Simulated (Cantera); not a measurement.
Input: 1 mol SiC, 2.6 mol O2, a varied amount of N2, held at 825 °C and 75.0 Torr.

Equilibrium computed with Cantera from the NASA thermochemical tables; the gas is ideal and each condensed phase is pure. Candidate condensed phases: C, Si, SiC, SiO2, Si2N2O, Si3N4; 34 gas species. Kinetics and transport are ignored.

Q: At 15 mol N2, list the 4 most abundant gas species with their mole fractions, and the condensed phases.

A: N2 0.904, CO2 0.0602, O2 0.0361, NO 3.71e-5. Condensed: SiO2(β-quartz).
